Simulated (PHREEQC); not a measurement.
Solution (25 °C): 0.15 mol HF, 0.0011 mol NH4HF2, 0.0011 mol H4SiO4 and 0.0009 mol H3PO4 per kg of water. Closed to the air; pH follows from the charge balance.

The numbers come from PHREEQC with the ion-association model, wateq4f.dat.

```
quantity                    before     after
------------------------  --------  --------
pH                            2.01      1.70
ionic strength (mol/kgw)    0.0131    0.0703
F- (mol/kgw)               0.00695   0.00399
HF2- (mol/kgw)             0.00243   0.00145
H3PO4 (mol/kgw)           0.000507  0.000631
H2PO4- (mol/kgw)          0.000393  0.000269
SI of Quartz (SiO2)          -8.07     -7.73
```

What was changed between the two runs?
(A) 0.032 mol/kgw NH4HSO4 added
(B) NH4HF2 from 0.0011 to 0.0055 mol/kgw
(C) H3PO4 replaced by K3PO4 at the same molality
(D) H4SiO4 from 0.0011 to 0.00121 mol/kgw
(E) NH4HF2 replaced by NaHF2 at the same molality

A, 0.032 mol/kgw NH4HSO4 added

Precipitation was switched off in this run. wateq4f.dat counts part of the HF as a dimer, H2F2, which phreeqc.dat doesn't know; its constant is uncertain. H3PO4, which wateq4f.dat lacks, is added to it with the constant of phreeqc.dat. SiF6-2 is the database's only silicon fluoride.
